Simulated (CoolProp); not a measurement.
Vapour-liquid equilibrium of cyclohexane (1) + n-heptane (2) at 61.3 kPa; x and y are mole fractions of (1).

Computed with CoolProp (multi-fluid Helmholtz-energy mixture model, Zhou 2014 and Span 2003; pair parameters Bell 2016).

| x | bubble temperature (°C) | y at the bubble point | dew temperature at overall composition x (°C) | liquid density (mol/L) |
|---|---|---|---|---|
| 0.05 | 81.0 | 0.084 | … | 6.377 |
| 0.125 | 79.3 | 0.201 | 80.4 | 6.525 |
| 0.2 | 77.7 | 0.306 | 79.3 | 6.678 |
| 0.275 | 76.2 | 0.401 | 78.2 | 6.836 |
| 0.35 | 74.7 | 0.487 | … | 7.001 |
| 0.425 | 73.4 | 0.566 | 75.8 | 7.171 |
| 0.5 | 72.1 | 0.637 | 74.5 | 7.348 |
| 0.575 | 70.8 | 0.703 | 73.2 | 7.532 |
| 0.65 | 69.7 | … | 71.8 | 7.724 |
| 0.725 | 68.5 | 0.820 | … | 7.924 |
| 0.8 | 67.5 | 0.873 | 68.9 | … |
| 0.875 | 66.5 | 0.923 | 67.4 | 8.351 |
| 0.95 | 65.5 | 0.970 | 65.9 | 8.579 |

Q: Complete the blanks.

A: 
- 0.05, dew temperature at overall composition x (°C): 81.5
- 0.35, dew temperature at overall composition x (°C): 77.0
- 0.65, y at the bubble point: 0.764
- 0.725, dew temperature at overall composition x (°C): 70.4
- 0.8, liquid density (mol/L): 8.132

No azeotrope shows between x = 0.05 and 0.95.

Pair parameters are fitted to limited data, so mixtures are less certain than the pure fluids.
